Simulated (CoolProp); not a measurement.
A simple Rankine cycle with tetrahydrofuran: condensing at 319.15 K, boiler at 3.05 MPa, turbine inlet 505.3 K, turbine efficiency 0.75, pump efficiency 0.6, no recuperator. Each further row changes one setting.

Values from CoolProp's reference Helmholtz-energy equation of state, Fiedler 2023.

```
case                             thermal efficiency (%)  net work (kJ/kg)  heat in (kJ/kg)  turbine exit temperature (K)  volume ratio over the turbine
-------------------------------  ----------------------  ----------------  ---------------  ----------------------------  -----------------------------
as stated                                          20.0               129              645                         385.1                           68.4
turbine inlet 525.3 K                              20.1               139              693                         410.3                            ___
condensing temperature 311.15 K                     ___               ___              659                           ___                           91.7
boiler pressure 2.13 MPa                            ___               128              673                           ___                           42.0
turbine efficiency 0.65                            17.2               111              645                           ___                            ___
```

Problem. Fill in the missing entries.

Solution. 
- turbine inlet 525.3 K, volume ratio over the turbine: 64.2
- condensing temperature 311.15 K, thermal efficiency (%): 20.9
- condensing temperature 311.15 K, net work (kJ/kg): 138
- condensing temperature 311.15 K, turbine exit temperature (K): 378.4
- boiler pressure 2.13 MPa, thermal efficiency (%): 19.0
- boiler pressure 2.13 MPa, turbine exit temperature (K): 405.1
- turbine efficiency 0.65, turbine exit temperature (K): 397.5
- turbine efficiency 0.65, volume ratio over the turbine: 70.7
